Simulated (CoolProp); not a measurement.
Properties of ethanol along the isotherm 620 K (Tc = 514.7 K, pc = 6268 kPa, ω = 0.644).

The numbers come from the reference Helmholtz-energy equation of state, Schroeder 2014 in CoolProp.

```
p (kPa)  phase  cp (kJ/(kg K))  cv (kJ/(kg K))  speed of sound (m/s)  viscosity (µPa s)  Prandtl number
-------  -----  --------------  --------------  --------------------  -----------------  --------------
348        gas           2.421           2.231                 346.1               18.1           0.813
696        gas           2.444           2.244                 344.3               18.2           0.814
1040       gas           2.468           2.258                 342.6               18.2           0.816
1390       gas           2.493           2.272                 340.8               18.3           0.818
1740       gas           2.518           2.286                 338.9               18.4           0.820
2090       gas           2.545           2.300                 337.1               18.5           0.823
2440       gas           2.572           2.314                 335.3               18.5           0.826
2790       gas           2.601           2.329                 333.4               18.6           0.830
3130       gas           2.629           2.343                 331.6               18.8           0.833
```

Viscosity comes from a separate model (Kiselev 2005). Thermal conductivity comes from a separate model (Assael 2013).
